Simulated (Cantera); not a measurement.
A closed system holds: 1 mol CS2, 0.9 mol H2, at 100000 Pa.

These are equilibrium values from Cantera (NASA tables, ideal gas, pure condensed phases), not measurements of a reactor. Candidate condensed phases: C, C6H6, C7H8, C8H18, S; 83 gas species. Equilibrium is a limit: real reactors are often held back by kinetics, nucleation or transport.

**Question.** What share of the C ends up in condensed phases as a function of T (K), at 1323, 1373, 1423, 1473, 1523, 1573, 1623, 1673, 1723, 1773, 1823, 1873, 1923, 1973?

**Answer.** 
```json
[
 {"T (K)": "1323", "C condensed (%)": "41.9", "as": "C(graphite)"},
 {"T (K)": "1373", "C condensed (%)": "39.9", "as": "C(graphite)"},
 {"T (K)": "1423", "C condensed (%)": "37.9", "as": "C(graphite)"},
 {"T (K)": "1473", "C condensed (%)": "36.0", "as": "C(graphite)"},
 {"T (K)": "1523", "C condensed (%)": "34.1", "as": "C(graphite)"},
 {"T (K)": "1573", "C condensed (%)": "32.5", "as": "C(graphite)"},
 {"T (K)": "1623", "C condensed (%)": "31.0", "as": "C(graphite)"},
 {"T (K)": "1673", "C condensed (%)": "29.6", "as": "C(graphite)"},
 {"T (K)": "1723", "C condensed (%)": "28.4", "as": "C(graphite)"},
 {"T (K)": "1773", "C condensed (%)": "27.3", "as": "C(graphite)"},
 {"T (K)": "1823", "C condensed (%)": "26.2", "as": "C(graphite)"},
 {"T (K)": "1873", "C condensed (%)": "25.1", "as": "C(graphite)"},
 {"T (K)": "1923", "C condensed (%)": "24.0", "as": "C(graphite)"},
 {"T (K)": "1973", "C condensed (%)": "22.7", "as": "C(graphite)"}
]
```
